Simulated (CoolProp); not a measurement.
A simple Rankine cycle with carbonyl sulfide: condensing at 292.15 K, boiler at 5.41 MPa, turbine inlet 409.3 K, turbine efficiency 0.7, pump efficiency 0.8, no recuperator. Each further row changes one setting.

Values from CoolProp's reference Helmholtz-energy equation of state, Lemmon 2006. It is a short technical equation, of lower accuracy than the large ones.

| case | thermal efficiency (%) | net work (kJ/kg) | heat in (kJ/kg) | turbine exit temperature (K) | volume ratio over the turbine |
|---|---|---|---|---|---|
| as stated | 12.1 | 36.2 | 300 | 305.8 | 4.40 |
| turbine inlet 429.3 K | ? | 40.8 | 322 | 327.4 | ? |
| condensing temperature 284.15 K | 13.2 | 41.0 | 310 | 295.3 | 5.34 |
| boiler pressure 3.79 MPa | 10.5 | 33.5 | 320 | 333.8 | 3.10 |
| turbine efficiency 0.6 | 10.1 | 30.2 | 300 | 312.8 | ? |

Task: Fill in the missing entries.

Result: 
- turbine inlet 429.3 K, thermal efficiency (%): 12.7
- turbine inlet 429.3 K, volume ratio over the turbine: 4.33
- turbine efficiency 0.6, volume ratio over the turbine: 4.56
